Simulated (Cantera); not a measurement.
A Cantera script and what it prints.

```python
import numpy as np
import cantera as ct

gas_names = [...]  # 140 gases of nasa_gas.yaml made of C, Fe, H, N, O
cond_names = """
    C(gr) C6H6(L) C7H8(L) C8H18(L),n-octa Fe(a) Fe(c) Fe(d) Fe(L) FeC5O5(L) FeO(s) FeO(L) Fe(OH)2(s)
    Fe(OH)3(s) Fe2O3(s) Fe3O4(s) H2O(s) H2O(L)
""".split()


# ... load() reads the species with a 1 bar reference pressure and builds the phases ...
atoms = {
    'Fe(CO)5': {'Fe': 1, 'C': 5, 'O': 5},
    'H2': {'H': 2},
    'N2': {'N': 2},
}
top_T = {'C(gr)': 4500, 'Fe2O3(s)': 1830, 'Fe3O4(s)': 1870}  # K; cautious upper limits of use, not melting points


# ... equilibrate(T, P, feed) seeds the gas with the atoms and calls Mixture.equilibrate('TP', solver="vcs", rtol=1e-11, max_steps=5000) ...
results = []
feed = {'Fe(CO)5': 1, 'H2': 0.25, 'N2': 0.12}  # mol
P = 55  # Pa
for T in [1048, 1073, 1098, 1123, 1148, 1173, 1198, 1223, 1248, 1273, 1298, 1323, 1348, 1373]:
    mix = equilibrate(T, P, feed)
    results.append((T, P, feed, dict(zip(mix.species_names, mix.species_moles))))

top = {s: max(r[3][s] / sum(r[3][g] for g in gas_names) for r in results) for s in gas_names}
cols = sorted((s for s in top if top[s] > 0.001), key=lambda s: -top[s])[:8]
seen = [c for c in cond_names if any(r[3].get(c, 0) > 1e-12 for r in results)]
print("log10 of partial pressures in bar; condensed amounts in mol")
print(f"{'T/K':>10s}" + "".join(f"{s[:9]:>10s}" for s in cols + seen))
for T, P, feed, n in results:
    ng = sum(n[g] for g in gas_names)
    print(f"{T:10.4g}" + "".join(f"{np.log10(max(n[s] / ng * P / 1e5, 1e-99)):10.3f}" for s in cols)
          + "".join(f"{n.get(c, 0):10.4g}" for c in seen))
```

It prints:

```
log10 of partial pressures in bar; condensed amounts in mol
       T/K        CO        H2        N2     C(gr)     Fe(a)     Fe(c)
      1048    -3.291    -4.592    -4.910 0.0005896         1         0
      1073    -3.291    -4.592    -4.910 0.0003741         1         0
      1098    -3.291    -4.592    -4.910 0.0002415         1         0
      1123    -3.291    -4.592    -4.910 0.0001576         1         0
      1148    -3.291    -4.592    -4.910 0.0001031         1         0
      1173    -3.291    -4.592    -4.910 6.627e-05         1         0
      1198    -3.291    -4.592    -4.910 4.034e-05         0         1
      1223    -3.291    -4.592    -4.910 2.097e-05         0         1
      1248    -3.291    -4.592    -4.910  5.41e-06         0         1
      1273    -3.291    -4.592    -4.910         0         0         1
      1298    -3.291    -4.592    -4.910         0         0         1
      1323    -3.291    -4.592    -4.910         0         0         1
      1348    -3.291    -4.592    -4.910         0         0         1
      1373    -3.291    -4.592    -4.910         0         0    0.9999
```

Equilibrium computed with Cantera from the NASA thermochemical tables; the gas is ideal and each condensed phase is pure. Condensed phases not in the tables: cementite and carbon dissolved in iron.
